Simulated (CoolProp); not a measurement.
Values from CoolProp's reference Helmholtz-energy equation of state, Lemmon 2006. It is a short technical equation, of lower accuracy than the large ones.

Q: For n-decane, give the phase and the cp (kJ/(kg K)), expansivity (1/kK) at 108.15 °C and 11.4 MPa.

A: 
- 108.15 °C and 11.4 MPa: liquid; cp 2.50, expansivity 1.08
